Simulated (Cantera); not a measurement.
**Low-pressure radical oxidation in H2/O2**

An isothermal, constant-pressure homogeneous reactor starts with H₂ : O₂ : N₂ = 0.011 : 1 : 3.9 (molar parts), equivalence ratio 0.0055, at 1373 K and 0.0132 atm.

Cantera simulation using GRI-Mech 3.0 (53 species, 325 reactions); the numbers are that mechanism's predictions, not measurements. Radical loss at walls, strong at low pressure, is not modelled.

```
t (s)         x H₂   x O₂       x O       x H     x N₂O      x OH    x H₂O₂
--------  --------  -----  --------  --------  --------  --------  --------
0.000700   0.00224  0.204   5.09e-9   1.24e-9    <1e-12   4.75e-9  1.05e-12
0.00163    0.00224  0.204   1.88e-8   2.66e-9    <1e-12   1.65e-8  4.75e-12
0.00382    0.00224  0.204   1.16e-7   1.24e-8    <1e-12   9.70e-8  1.79e-11
0.00891    0.00223  0.204   3.60e-6   3.61e-7  1.43e-12   2.96e-6  5.57e-11
0.0208    0.000494  0.202   0.00130  0.000112  5.77e-10  0.000542   5.76e-9
0.0485     9.63e-6  0.201   0.00193   7.17e-5   6.56e-9  0.000278   1.96e-9
0.113      9.21e-6  0.202   0.00186   6.76e-5   1.55e-8  0.000272   1.92e-9
0.265      8.47e-6  0.202   0.00170   5.93e-5   2.28e-8  0.000261   1.85e-9
0.618      7.03e-6  0.202   0.00140   4.45e-5   2.53e-8  0.000238   1.70e-9
1.44       4.81e-6  0.202  0.000945   2.48e-5   2.65e-8  0.000197   1.40e-9
3.37       2.43e-6  0.202  0.000469   8.74e-6   2.81e-8  0.000140  9.35e-10
7.86       8.72e-7  0.203  0.000166   1.86e-6   2.87e-8   8.40e-5  4.52e-10
18.3       2.48e-7  0.203   4.68e-5   2.79e-7   2.56e-8   4.48e-5  1.61e-10
42.8       6.70e-8  0.203   1.26e-5   3.92e-8   1.66e-8   2.33e-5  4.98e-11
100        2.21e-8  0.203   4.16e-6   7.40e-9   7.56e-9   1.34e-5  1.78e-11
```
x: mole fraction; the columns are a selection and need not sum to one.

Equilibrium at this temperature and pressure: H₂ 1.28e-8, O₂ 0.202, O 2.42e-6, H 3.29e-9, N₂O 4.58e-9, OH 1.02e-5, H₂O₂ 1.08e-11 (gas phase only).
